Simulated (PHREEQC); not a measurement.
1.5 g of hydrous ferric oxide (600 m²/g; 0.2 weak and 0.005 strong sites per Fe, Dzombak-Morel constants, diffuse double layer) in 1 kg of water with 0.001 mol/kgw of an inert sodium salt, at 25 °C; the pH is set by adding NaOH or the inert anion's acid. Oxygen is held at 0.21 atm. CO2 from the air is kept out. Nothing may precipitate in this run.

All values are PHREEQC results (ion-association model, wateq4f.dat), not measurements.

| pH | surface charge σ (C/m²) | surface potential ψ (mV) |
|---|---|---|
| 4 | 0.134 | 206 |
| 4.38 | 0.097 | 193 |
| 4.75 | 0.069 | 179 |
| 5.12 | 0.049 | 163 |
| 5.88 | 0.022 | 125 |
| 6.25 | 0.015 | 106 |
| 6.62 | 0.010 | 85 |
| 7 | 0.006 | 64 |
| 7.38 | 0.003 | 42 |
| 7.75 | 0.002 | 21 |
| 8.12 | 0.000 | -1 |
| 8.88 | -0.004 | -44 |
| 9.25 | -0.006 | -66 |
| 9.62 | -0.010 | -86 |
| 10 | -0.016 | -107 |

Complexes and solids missing from the database can't appear.
